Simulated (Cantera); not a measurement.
Charge: 1 mol CH₃Cl, 0.82 mol H₂, at 1223.15 K and 72.0 mbar.

These are equilibrium values from Cantera (NASA tables, ideal gas, pure condensed phases), not measurements of a reactor. Candidate condensed phases: C, C₆H₆, C₇H₈, C₈H₁₈; 91 gas species. The numbers say what is thermodynamically allowed, not how fast it happens.

Base state: H₂ 0.645, HCl 0.355, CH₄ 0.000398 (mole fractions); condensed: C(graphite).

Problem. What changes in the equilibrium state with this change: temperature from 1223.15 K to 3275 K?

Solution. 
```
species            before     after
----------------  -------  --------
H                 9.02e-7     0.529
H₂                  0.645     0.172
Cl                4.28e-7     0.144
HCl                 0.355    0.0695
C₃                  <1e-9    0.0419
C₂H                 <1e-9    0.0128
C₂H₂ (acetylene)  1.01e-7    0.0169
C                   <1e-9   0.00674
C₂                  <1e-9   0.00515
C₅                  <1e-9   0.00126
C₄H₂                <1e-9  0.000694
C(graphite), mol    0.999         0
```
The tables' values for CCl are old estimates; treat these amounts as uncertain.
